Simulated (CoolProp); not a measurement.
Vapour pressure (MPa) of water: the reference equation beside estimates from Tc = 373.9 °C, pc = 22.06 MPa, ω = 0.344. Clausius-Clapeyron is anchored at 74.05 °C with a constant enthalpy of vaporisation of 41.85 kJ/mol.

Computed with CoolProp (reference Helmholtz-energy equation of state, Wagner 2002).

```tsv
T (°C)	reference	Clausius-Clapeyron	Redlich-Kwong
74.05	0.03709	0.03709	0.1259
83.85	0.05531	0.05521	0.1766
93.65	0.08049	0.08047	0.2423
103.45	0.1146	0.1150	0.3256
113.25	0.1598	0.1614	0.4295
123.05	0.2186	0.2228	0.5571
132.85	0.2941	0.3027	0.7115
142.65	0.3895	0.4054	0.8961
152.45	0.5083	0.5358	1.114
162.25	0.6544	0.6992	1.369
```

Absolute difference from the reference over all 10 rows, mean and median: Clausius-Clapeyron 2.3 and 1.5 %, Redlich-Kwong 166.8 and 161.8 %.
